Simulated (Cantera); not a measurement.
# Thermodynamics of hydrogen reduction and annealing atmospheres, feed FeS2 + H2 + N2

Feed: 1 mol FeS2, 3.3 mol H2, 72 mol N2, held at 1 atm.

These are equilibrium values from Cantera (NASA tables, ideal gas, pure condensed phases), not measurements of a reactor. Candidate condensed phases: Fe, FeS, FeS2, S; 16 gas species. FeS: taken at fixed stoichiometry. The numbers say what is thermodynamically allowed, not how fast it happens.

At 1448 K the condensed part is FeS(s). From 1498 K to 1848 K the condensed part is FeS(l).

| T (K) | log p N2 | log p H2 | log p H2S | log p S2 | log p SH | log p H | n FeS(s) | n FeS(l) |
|---|---|---|---|---|---|---|---|---|
| 1448 | -0.01 | -1.45 | -2.08 | -2.61 | -3.91 | -5.76 | 1.00 | 0 |
| 1498 | -0.02 | -1.43 | -2.13 | -2.53 | -3.78 | -5.48 | 0 | 1.000 |
| 1548 | -0.02 | -1.42 | -2.19 | -2.47 | -3.66 | -5.22 | 0 | 1.000 |
| 1598 | -0.02 | -1.41 | -2.26 | -2.42 | -3.55 | -4.98 | 0 | 1.000 |
| 1648 | -0.02 | -1.41 | -2.32 | -2.38 | -3.45 | -4.75 | 0 | 1.000 |
| 1698 | -0.02 | -1.40 | -2.39 | -2.36 | -3.37 | -4.54 | 0 | 1.000 |
| 1748 | -0.02 | -1.39 | -2.45 | -2.33 | -3.29 | -4.34 | 0 | 1.000 |
| 1798 | -0.02 | -1.39 | -2.51 | -2.32 | -3.22 | -4.15 | 0 | 0.999 |
| 1848 | -0.02 | -1.39 | -2.57 | -2.30 | -3.15 | -3.97 | 0 | 0.998 |
log p: log10 of the partial pressure in bar; n: condensed amount in mol.
